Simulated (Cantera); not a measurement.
Mixture: 19.3 % H2, 16.9 % O2, 63.7 % N2, equivalence ratio 0.57, at 13.0 bar, adiabatic and at constant volume. Ignition delay is the time to a rise of 400 K.

Cantera simulation using GRI-Mech 3.0 (53 species, 325 reactions); the numbers are that mechanism's predictions, not measurements. The hydrogen kinetics of GRI-Mech 3.0 are dated; newer H2 mechanisms differ, most at raised pressure. The pressure lies above the range GRI-Mech 3.0 was tuned for (to about 10 atm). Below about 950 K walls govern HO2 and H2O2 in real vessels.

Question: Predict: delay at 898 K; delay at 998 K; delay at 1098 K; delay at 1198 K; delay at 1298 K; apparent activation energy between 1198 and 1298 K.

Answer: 
```
Item                                                     Value
--------------------------------------------------  ----------
delay at 898 K                                         0.124 s
delay at 998 K                                         9.95 ms
delay at 1098 K                                        1.09 ms
delay at 1198 K                                       0.114 ms
delay at 1298 K                                        5.90 µs
apparent activation energy between 1198 and 1298 K  380 kJ/mol
```
